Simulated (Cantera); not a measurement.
A diamond (100) surface in a fixed gas of H2 with x(CH4) = 0.0039, x(H) = 0.0078, x(CH3) = 1.4e-05, 13.5 Torr; coverages are run to steady state.

Model: the Harris–Goodwin 1993 mechanism for the reconstructed diamond (100) surface, integrated in Cantera.

θ: site fractions in the mechanism's names (c6HH fully hydrogenated, c6H* and c6*H radical sites, c6** diradical, c6HM methylated).

| T (K) | growth (µm/h) | θ c6HH | θ c6H* | θ c6*H | θ c6** | θ c6HM |
|---|---|---|---|---|---|---|
| 950 | 0.103 | 0.643 | 0.0141 | 0.335 | 0.00669 | [?] |
| 1025 | 0.133 | 0.574 | 0.0206 | 0.393 | 0.0115 | [?] |
| 1100 | 0.123 | 0.512 | 0.0279 | 0.441 | 0.0182 | [?] |
| 1175 | 0.0757 | 0.457 | 0.0357 | 0.480 | 0.0267 | [?] |
| 1250 | 0.0489 | 0.410 | 0.0438 | 0.510 | 0.0369 | [?] |
| 1325 | 0.0455 | 0.369 | 0.0517 | 0.531 | 0.0484 | [?] |
| 1400 | 0.0423 | 0.335 | 0.0595 | 0.544 | 0.0607 | [?] |

Question: Some entries are withheld; supply them.

Answer: 
- 950, θ c6HM: 0.00119
- 1025, θ c6HM: 0.000786
- 1100, θ c6HM: 0.000397
- 1175, θ c6HM: 0.000127
- 1250, θ c6HM: 3.13e-5
- 1325, θ c6HM: 7.41e-6
- 1400, θ c6HM: 1.74e-6
